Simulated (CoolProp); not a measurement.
m-xylene along the isobar 7.65 bar: Z from the reference equation and from simpler models built on Tc = 616.9 K, pc = 35.35 bar, ω = 0.326; each cubic takes its own stable root.

Model: reference Helmholtz-energy equation of state, Zhou 2012, in CoolProp.

| T (K) | phase | reference |
|---|---|---|
| 394.1 | liquid | 0.03202 |
| 426.4 | liquid | 0.03087 |
| 458.6 | liquid | 0.03010 |
| 490.9 | liquid | 0.02974 |
| 523.2 | gas | 0.8440 |
| 555.5 | gas | 0.8774 |
| 587.7 | gas | 0.9009 |
| 620 | gas | 0.9184 |

Task: How far does each simpler model (Redlich-Kwong, Peng-Robinson) lie from the reference over these 8 states: mean and median of the absolute difference, and the worst?

Result: 
- Redlich-Kwong: mean 348.9 %, median 11.6 %, worst +2721.1 % at 490.9 K and 7.65 bar
- Peng-Robinson: mean 1.3 %, median 1.1 %, worst +3.2 % at 490.9 K and 7.65 bar

At some of these states Redlich-Kwong gives the other phase, because its saturation line lies elsewhere.
